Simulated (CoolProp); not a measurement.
A single-stage vapour-compression cycle with the fluid: evaporating at 214.15 K (dew point), condensing at 235.15 K (bubble point), superheat 0 K, subcooling 5 K, compressor efficiency 0.9, no pressure losses. The same conditions are run with several fluids, on thermodynamics alone (safety and materials aside).

The numbers come from the reference Helmholtz-energy equation of state of each fluid (R143a: Lemmon and Jacobsen 2000; CH3F (R41): Lemmon 2006; nitrous oxide: Lemmon 2006; R410A: Lemmon 2003; hydrogen chloride: Thol 2018; R125: Lemmon 2005) in CoolProp. Blends and air are pseudo-pure fits.

```json
[
 {"fluid": "R143a", "cooling COP": "8.75", "pressure ratio": "2.75", "discharge temperature (K)": "247.7", "refrigerating effect (kJ/kg)": "213", "volumetric capacity (kJ/m³)": "584"},
 {"fluid": "CH3F (R41)", "cooling COP": "8.47", "pressure ratio": "2.34", "discharge temperature (K)": "264.8", "refrigerating effect (kJ/kg)": "425", "volumetric capacity (kJ/m³)": "2330"},
 {"fluid": "nitrous oxide", "cooling COP": "8.40", "pressure ratio": "2.24", "discharge temperature (K)": "263.8", "refrigerating effect (kJ/kg)": "309", "volumetric capacity (kJ/m³)": "3710"},
 {"fluid": "R410A", "cooling COP": "8.63", "pressure ratio": "2.84", "discharge temperature (K)": "257.9", "refrigerating effect (kJ/kg)": "257", "volumetric capacity (kJ/m³)": "734"},
 {"fluid": "hydrogen chloride", "cooling COP": "8.37", "pressure ratio": "2.26", "discharge temperature (K)": "273.9", "refrigerating effect (kJ/kg)": "386", "volumetric capacity (kJ/m³)": "3090"},
 {"fluid": "R125", "cooling COP": "8.74", "pressure ratio": "2.82", "discharge temperature (K)": "242.6", "refrigerating effect (kJ/kg)": "152", "volumetric capacity (kJ/m³)": "606"}
]
```
